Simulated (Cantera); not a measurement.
Gas activation for diamond growth

An isothermal, constant-pressure homogeneous reactor starts with 1.46 % CH₄, 97.1 % H₂, 1.46 % H, at 2225 K and 0.0263 atm.

Detailed kinetics in Cantera: GRI-Mech 3.0 (53 species, 325 reactions). GRI-Mech 3.0 stops at C3 and has no aromatics, soot or wall deposition, so with more carbon than oxygen in the feed, carbon stays in small species such as C2H2 where larger ones or solid carbon would form. Radical loss at walls, strong at low pressure, is not modelled.

```csv
t (s),x CH₄,x H₂,x H,x C₂H₆,x CH₃,x C₂H
2.00e-5,0.0119,0.973,0.0120,7.00e-7,0.00261,5.05e-10
6.32e-5,0.0117,0.974,0.0119,9.71e-7,0.00271,1.04e-8
0.000200,0.0113,0.973,0.0122,9.40e-7,0.00269,8.19e-8
0.000632,0.0103,0.973,0.0130,8.30e-7,0.00260,3.62e-7
0.00200,0.00761,0.973,0.0148,5.17e-7,0.00218,1.28e-6
0.00632,0.00340,0.973,0.0177,1.23e-7,0.00117,3.29e-6
0.0200,0.000816,0.970,0.0219,8.65e-9,0.000349,5.47e-6
0.0632,0.000152,0.966,0.0267,3.56e-10,7.96e-5,7.18e-6
0.200,2.86e-5,0.960,0.0328,1.52e-11,1.85e-5,8.95e-6
0.632,1.04e-5,0.955,0.0382,2.45e-12,7.87e-6,1.05e-5
2.00,9.52e-6,0.954,0.0390,2.12e-12,7.38e-6,1.07e-5
6.32,9.52e-6,0.954,0.0390,2.12e-12,7.38e-6,1.07e-5
20.0,9.52e-6,0.954,0.0390,2.12e-12,7.38e-6,1.07e-5
```
x: mole fraction; the columns are a selection and need not sum to one.

Equilibrium at this temperature and pressure: CH₄ 9.57e-6, H₂ 0.954, H 0.0390, C₂H₆ 2.14e-12, CH₃ 7.42e-6, C₂H 1.07e-5 (gas phase only).
